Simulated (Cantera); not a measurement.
Metals in furnace atmospheres: Al + H2O + H2

Input: 1 mol Al, a varied amount of H2O, 210 mol H2, held at 1898.15 K and 1330 Pa.

Cantera equilibrium calculation (NASA polynomials, part measured and part estimated; ideal gas, pure solids and liquids). Candidate condensed phases: Al, Al2O3, H2O; 19 gas species. The tables' values for AlOH are old estimates; treat these amounts as uncertain. Rates play no part.

| n(H2O) (mol) | x H2 | x H | x Al | x Al2O | x AlH | x H2O | x AlOH | n Al2O3(s) |
|---|---|---|---|---|---|---|---|---|
| 0.049 | 0.989 | 0.00674 | 0.00410 | 0.000228 | 0.000167 | 1.41e-6 | 2.38e-6 | 0 |
| 0.073 | 0.989 | 0.00674 | 0.00388 | 0.000339 | 0.000158 | 2.34e-6 | 3.74e-6 | 0 |
| 0.11 | 0.989 | 0.00674 | 0.00355 | 0.000509 | 0.000144 | 4.20e-6 | 6.14e-6 | 0 |
| 0.16 | 0.989 | 0.00674 | 0.00311 | 0.000738 | 0.000126 | 7.94e-6 | 1.02e-5 | 0 |
| 0.24 | 0.990 | 0.00674 | 0.00242 | 0.00109 | 9.82e-5 | 1.95e-5 | 1.94e-5 | 0 |
| 0.36 | 0.990 | 0.00674 | 0.00214 | 0.00103 | 8.68e-5 | 2.36e-5 | 2.07e-5 | 0.0441 |
| 0.54 | 0.990 | 0.00674 | 0.00183 | 0.000842 | 7.46e-5 | 2.61e-5 | 1.97e-5 | 0.117 |
| 0.8 | 0.991 | 0.00675 | 0.00139 | 0.000580 | 5.64e-5 | 3.15e-5 | 1.79e-5 | 0.222 |
x: gas mole fraction; n: condensed amount in mol.

From 0.049 mol H2O to 0.24 mol H2O nothing is condensed. From 0.36 mol H2O to 0.8 mol H2O the condensed part is Al2O3(s). The main Al-bearing gas is Al throughout.
